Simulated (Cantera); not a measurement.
# Adiabatic ignition

An adiabatic, constant-volume homogeneous reactor starts with CH₄ : O₂ : N₂ : H₂O = 1 : 1.33 : 14.7 : 1.1 (molar parts), at 1550 K and 5.00 bar.

Model: GRI-Mech 3.0 (53 species, 325 reactions), integrated in Cantera.

```json
[
 {"t (s)": "2.00e-6", "T (K)": "1550", "P (bar)": "5.00", "x CH₄": "0.0552", "x O₂": "0.0734", "x H₂O": "0.0607", "x HO₂": "3.15e-7", "x NO₂": "<1e-12"},
 {"t (s)": "6.59e-6", "T (K)": "1550", "P (bar)": "5.00", "x CH₄": "0.0552", "x O₂": "0.0734", "x H₂O": "0.0607", "x HO₂": "8.87e-7", "x NO₂": "<1e-12"},
 {"t (s)": "2.17e-5", "T (K)": "1550", "P (bar)": "5.00", "x CH₄": "0.0551", "x O₂": "0.0734", "x H₂O": "0.0607", "x HO₂": "1.75e-6", "x NO₂": "<1e-12"},
 {"t (s)": "7.17e-5", "T (K)": "1550", "P (bar)": "5.00", "x CH₄": "0.0550", "x O₂": "0.0733", "x H₂O": "0.0607", "x HO₂": "2.12e-6", "x NO₂": "<1e-12"},
 {"t (s)": "0.000236", "T (K)": "1554", "P (bar)": "5.01", "x CH₄": "0.0541", "x O₂": "0.0728", "x H₂O": "0.0613", "x HO₂": "5.49e-6", "x NO₂": "<1e-12"},
 {"t (s)": "0.000779", "T (K)": "2334", "P (bar)": "7.82", "x CH₄": "5.33e-12", "x O₂": "0.000106", "x H₂O": "0.125", "x HO₂": "1.76e-7", "x NO₂": "2.95e-9"},
 {"t (s)": "0.00257", "T (K)": "2356", "P (bar)": "7.89", "x CH₄": "5.17e-12", "x O₂": "1.18e-5", "x H₂O": "0.126", "x HO₂": "1.17e-8", "x NO₂": "1.85e-9"},
 {"t (s)": "0.00847", "T (K)": "2356", "P (bar)": "7.89", "x CH₄": "5.20e-12", "x O₂": "1.17e-5", "x H₂O": "0.126", "x HO₂": "1.17e-8", "x NO₂": "2.39e-9"},
 {"t (s)": "0.0279", "T (K)": "2356", "P (bar)": "7.89", "x CH₄": "5.22e-12", "x O₂": "1.17e-5", "x H₂O": "0.126", "x HO₂": "1.17e-8", "x NO₂": "2.83e-9"},
 {"t (s)": "0.0920", "T (K)": "2356", "P (bar)": "7.89", "x CH₄": "5.23e-12", "x O₂": "1.17e-5", "x H₂O": "0.126", "x HO₂": "1.17e-8", "x NO₂": "2.86e-9"},
 {"t (s)": "0.303", "T (K)": "2356", "P (bar)": "7.89", "x CH₄": "5.23e-12", "x O₂": "1.17e-5", "x H₂O": "0.126", "x HO₂": "1.17e-8", "x NO₂": "2.86e-9"},
 {"t (s)": "1.00", "T (K)": "2356", "P (bar)": "7.89", "x CH₄": "5.23e-12", "x O₂": "1.17e-5", "x H₂O": "0.126", "x HO₂": "1.17e-8", "x NO₂": "2.86e-9"}
]
```
x: mole fraction; the columns are a selection and need not sum to one.

```yaml
time_of_steepest_temperature_rise: 0.743 ms
temperature at 1.00 s: 2356 K
equilibrium_temperature: 2356 K
x(CH₄) at 1.00 s: 5.23e-12 (gas-phase equilibrium 5.93e-12)
x(O₂) at 1.00 s: 1.17e-5 (gas-phase equilibrium 1.17e-5)
x(H₂O) at 1.00 s: 0.126 (gas-phase equilibrium 0.126)
```
